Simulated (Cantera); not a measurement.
**Equilibrium for carbothermic reduction: MgO + CH₄ + H₂ + CO**

Feed: 1 mol MgO, 1.5 mol CH₄, 0.44 mol H₂, 7.3 mol CO, equilibrated at 4.80 bar.

These are equilibrium values from Cantera (NASA tables, ideal gas, pure condensed phases), not measurements of a reactor. Candidate condensed phases: C, C₆H₆, C₇H₈, C₈H₁₈, H₂O, Mg, MgCO₃, MgO, Mg(OH)₂; 116 gas species. The tables' values for MgH are old estimates; treat these amounts as uncertain. Kinetics and transport are ignored.

From 1077 °C to 1777 °C the condensed part is C(graphite) + MgO(s). From 1877 °C to 1977 °C the condensed part is C(graphite).

```csv
T (°C),log p CO,log p H₂,log p Mg,log p CO₂,log p H₂O,log p CH₄,log p H,log p MgH,n C(graphite),n MgO(s)
1077,0.51,0.18,-9.14,-1.52,-1.56,-1.88,-5.53,-11.12,1.60,1.00
1177,0.51,0.18,-7.49,-1.96,-1.91,-2.12,-4.93,-9.41,1.53,1.00
1277,0.51,0.18,-6.05,-2.34,-2.22,-2.32,-4.41,-7.92,1.51,1.000
1377,0.51,0.18,-4.79,-2.67,-2.49,-2.51,-3.95,-6.62,1.50,1.000
1477,0.51,0.19,-3.68,-2.97,-2.74,-2.67,-3.54,-5.47,1.50,1.000
1577,0.51,0.19,-2.69,-3.23,-2.95,-2.81,-3.18,-4.45,1.49,0.995
1677,0.51,0.18,-1.81,-3.46,-3.15,-2.95,-2.85,-3.54,1.46,0.964
1777,0.51,0.17,-1.01,-3.68,-3.34,-3.10,-2.56,-2.72,1.26,0.767
1877,0.50,0.11,-0.43,-3.89,-3.57,-3.31,-2.32,-2.15,0.486,0
1977,0.50,0.11,-0.43,-4.06,-3.71,-3.41,-2.08,-2.13,0.477,0
```
log p: log10 of the partial pressure in bar; n: condensed amount in mol.
